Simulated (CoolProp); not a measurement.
Cyclohexane along the isobar 860 kPa: fugacity coefficient from the reference equation and from simpler models built on Tc = 280.5 °C, pc = 4081 kPa, ω = 0.209; each cubic takes its own stable root.

The numbers come from the reference Helmholtz-energy equation of state, Zhou 2014 in CoolProp.

```json
[
 {"T (°C)": "69.75", "phase": "liquid", "reference": "0.08395"},
 {"T (°C)": "92.25", "phase": "liquid", "reference": "0.1616"},
 {"T (°C)": "114.75", "phase": "liquid", "reference": "0.2823"},
 {"T (°C)": "137.35", "phase": "liquid", "reference": "0.4564"},
 {"T (°C)": "159.85", "phase": "liquid", "reference": "0.6886"},
 {"T (°C)": "182.35", "phase": "gas", "reference": "0.8666"},
 {"T (°C)": "204.95", "phase": "gas", "reference": "0.8864"},
 {"T (°C)": "227.45", "phase": "gas", "reference": "0.9023"},
 {"T (°C)": "250.05", "phase": "gas", "reference": "0.9153"},
 {"T (°C)": "272.55", "phase": "gas", "reference": "0.9260"},
 {"T (°C)": "295.05", "phase": "gas", "reference": "0.9349"}
]
```

Q: How far does each simpler model (van der Waals, Soave-Redlich-Kwong, Peng-Robinson) lie from the reference over these 11 states: mean and median of the absolute difference, and the worst?

A: 
- van der Waals: mean 96.7 %, median 4.0 %, worst +448.8 % at 69.75 °C and 860 kPa
- Soave-Redlich-Kwong: mean 0.4 %, median 0.4 %, worst +1.1 % at 159.85 °C and 860 kPa
- Peng-Robinson: mean 0.8 %, median 0.8 %, worst +1.7 % at 69.75 °C and 860 kPa

At some of these states van der Waals gives the other phase, because its saturation line lies elsewhere.
